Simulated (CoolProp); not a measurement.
A simple Rankine cycle with isobutene: condensing at 319.15 K, boiler at 1.39 MPa, turbine inlet 374.2 K, turbine efficiency 0.65, pump efficiency 0.8, no recuperator. Each further row changes one setting.

Model: reference Helmholtz-energy equation of state, Lemmon 2005, in CoolProp. It is a short technical equation, of lower accuracy than the large ones.

| case | thermal efficiency (%) | net work (kJ/kg) | heat in (kJ/kg) | turbine exit temperature (K) | volume ratio over the turbine |
|---|---|---|---|---|---|
| as stated | 6.1 | 25.2 | 413 | 347.2 | 2.67 |
| turbine inlet 394.2 K | 6.1 | 27.7 | 458 | 368.9 | 2.62 |
| condensing temperature 311.15 K | 7.2 | 31.2 | 432 | 342.1 | 3.32 |
| boiler pressure 0.973 MPa | 3.9 | 16.8 | 427 | 359.1 | 1.80 |
| turbine efficiency 0.55 | 5.1 | 21.0 | 413 | 349.4 | 2.70 |
